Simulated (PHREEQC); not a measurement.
Solution (25 °C): 0.037 mol/kgw LiBr. Closed to the air; pH follows from the charge balance.

Equilibrium calculation in PHREEQC: ion-association model, wateq4f.dat.

Each row changes one thing in this solution. Precipitation was switched off in this run.

```csv
case,pH,ionic strength (mol/kgw)
as made,6.99,0.0370
LiBr replaced by CdBr2 at the same molality,6.21,0.0508
LiBr replaced by ZnBr2 at the same molality,5.39,0.110
LiBr replaced by NaBr at the same molality,6.99,0.0370
LiBr from 0.037 to 0.0185 mol/kgw,7.00,0.0185
LiBr from 0.037 to 0.0074 mol/kgw,7.00,0.00740
LiBr replaced by NH4Br at the same molality,5.41,0.0370
temperature from 25 to 55 °C,6.57,0.0370
LiBr from 0.037 to 0.0037 mol/kgw,7.00,0.00370
```

Away from 25 °C the constants follow the database's enthalpies or fits; those with neither stay at their 25 °C values.
